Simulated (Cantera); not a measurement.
A freely propagating, adiabatic, planar premixed flame of H2 : O2 : N2 : H2O = 1 : 0.185 : 0.696 : 0.066 (molar parts), unburnt at 498 K and 0.440 bar; mixture-averaged transport, grid criteria slope 0.08 and curve 0.16, no radiation.

Detailed kinetics in Cantera: the H2/O2 subset of GRI-Mech 3.0, which has no nitrogen chemistry. Burning velocities carry a grid error of a few per cent, more on coarse grids.

Problem. What does this change do: N2 0.696 to 0.88 parts?

Solution. 
```json
[
 {"quantity": "laminar burning velocity", "before": "522 cm/s", "after": "439 cm/s"},
 {"quantity": "thermal thickness", "before": "1.24 mm", "after": "1.28 mm"},
 {"quantity": "peak x(OH)", "before": "0.00158", "after": "0.00109"},
 {"quantity": "peak x(H2O2)", "before": "9.78e-6", "after": "9.53e-6"},
 {"quantity": "peak x(HO2)", "before": "0.000181", "after": "0.000162"}
]
```

Problem. What does this change do: inlet temperature 498 to 300 K?

Solution. 
```csv
quantity,before,after
laminar burning velocity,522 cm/s,225 cm/s
thermal thickness,1.24 mm,0.985 mm
peak x(OH),0.00158,0.000950
peak x(H2O2),9.78e-6,6.51e-5
peak x(HO2),0.000181,0.000274
```
